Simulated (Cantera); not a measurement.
An isothermal, constant-pressure homogeneous reactor starts with NH₃ : H₂ = 1 : 3.7 (molar parts), at 1750 K and 100.0 Torr. Integrator tolerance rtol = 1e-08.

Computed with Cantera and the gas-phase N/H chemistry of the illustrative SiF4/NH3 mechanism in the Surface Chemkin manual (1991). Walls and surfaces, which speed up NH3 decomposition in real reactors, are not modelled.

What does this change do: temperature 1750 to 1600 K?


```
quantity                                              before                                     after
-----------------  -----------------------------------------  ----------------------------------------
x(NH₃) at 8.00 s      0.0655 (gas-phase equilibrium 1.11e-6)     0.186 (gas-phase equilibrium 1.59e-6)
x(H₂) at 8.00 s          0.873 (gas-phase equilibrium 0.912)       0.803 (gas-phase equilibrium 0.912)
x(H) at 8.00 s     0.000276 (gas-phase equilibrium 0.000612)  7.03e-5 (gas-phase equilibrium 0.000143)
x(N₂) at 8.00 s        0.0607 (gas-phase equilibrium 0.0877)     0.0112 (gas-phase equilibrium 0.0877)
x(NH₂) at 8.00 s     5.41e-5 (gas-phase equilibrium 1.94e-9)  3.87e-5 (gas-phase equilibrium 5.92e-10)
x(N₂H₄) at 8.00 s     1.85e-9 (gas-phase equilibrium <1e-12)    5.56e-9 (gas-phase equilibrium <1e-12)
x(N) at 8.00 s      7.20e-8 (gas-phase equilibrium 1.18e-11)    1.07e-8 (gas-phase equilibrium <1e-12)
```
